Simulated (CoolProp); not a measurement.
Computed with CoolProp (reference Helmholtz-energy equation of state, Span 2000).

Problem. Give the vapour pressure (bar), liquid viscosity (µPa s), liquid conductivity (mW/(m K)) of saturated nitrogen at 82.9, 94.7 K.

Solution. 
```
T (K)  p (bar)  liquid viscosity (µPa s)  liquid conductivity (mW/(m K))
-----  -------  ------------------------  ------------------------------
82.9      1.86                       131                             134
94.7      5.28                      88.8                             111
```

Viscosity comes from a separate model (Lemmon 2004). Thermal conductivity comes from a separate model (Lemmon 2004).
